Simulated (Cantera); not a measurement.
**Pyrogenic steam for wet oxidation**

An isothermal, constant-pressure homogeneous reactor starts with 27.7 % H2, 15.4 % O2, 56.9 % N2, equivalence ratio 0.90, at 925 K and 645 Torr.

Model: the H2/O2 subset of GRI-Mech 3.0, which has no nitrogen chemistry, integrated in Cantera. Below about 950 K walls govern HO2 and H2O2 in real vessels. The temperature is held fixed by assumption; the heat of reaction is taken as removed at once.

```json
[
 {"t (s)": "0.000300", "x H2": "0.277", "x O2": "0.154", "x H": "1.17e-10", "x H2O2": "3.74e-11", "x OH": "3.30e-12", "x HO2": "4.10e-9", "x O": "1.27e-11"},
 {"t (s)": "0.00107", "x H2": "0.277", "x O2": "0.154", "x H": "1.52e-10", "x H2O2": "5.94e-10", "x OH": "4.30e-12", "x HO2": "1.76e-8", "x O": "1.65e-11"},
 {"t (s)": "0.00382", "x H2": "0.277", "x O2": "0.154", "x H": "3.54e-10", "x H2O2": "9.94e-9", "x OH": "1.01e-11", "x HO2": "9.18e-8", "x O": "3.84e-11"},
 {"t (s)": "0.0136", "x H2": "0.277", "x O2": "0.154", "x H": "4.87e-9", "x H2O2": "4.21e-7", "x OH": "1.46e-10", "x HO2": "1.60e-6", "x O": "5.28e-10"},
 {"t (s)": "0.0486", "x H2": "0.244", "x O2": "0.138", "x H": "1.64e-7", "x H2O2": "0.000155", "x OH": "9.55e-9", "x HO2": "2.81e-5", "x O": "1.81e-8"},
 {"t (s)": "0.173", "x H2": "0.231", "x O2": "0.131", "x H": "7.18e-7", "x H2O2": "0.000864", "x OH": "5.98e-8", "x HO2": "5.63e-5", "x O": "7.79e-8"},
 {"t (s)": "0.618", "x H2": "0.178", "x O2": "0.105", "x H": "4.44e-7", "x H2O2": "0.000754", "x OH": "4.96e-8", "x HO2": "4.93e-5", "x O": "4.97e-8"},
 {"t (s)": "2.20", "x H2": "0.0818", "x O2": "0.0578", "x H": "2.20e-7", "x H2O2": "0.000321", "x OH": "4.16e-8", "x HO2": "3.27e-5", "x O": "2.89e-8"},
 {"t (s)": "7.86", "x H2": "0.00727", "x O2": "0.0214", "x H": "4.05e-8", "x H2O2": "2.83e-5", "x OH": "3.89e-8", "x HO2": "9.89e-6", "x O": "1.46e-8"},
 {"t (s)": "28.0", "x H2": "0.000114", "x O2": "0.0179", "x H": "1.70e-10", "x H2O2": "1.06e-7", "x OH": "7.90e-9", "x HO2": "5.90e-7", "x O": "1.71e-10"},
 {"t (s)": "100", "x H2": "5.85e-6", "x O2": "0.0179", "x H": "3.87e-12", "x H2O2": "1.73e-9", "x OH": "2.72e-9", "x HO2": "6.50e-8", "x O": "4.11e-12"}
]
```
x: mole fraction; the columns are a selection and need not sum to one.

Equilibrium at this temperature and pressure: H2 2.04e-11, O2 0.0179, H <1e-12, H2O2 3.98e-11, OH 2.38e-8, HO2 6.92e-11, O 1.94e-12 (gas phase only).
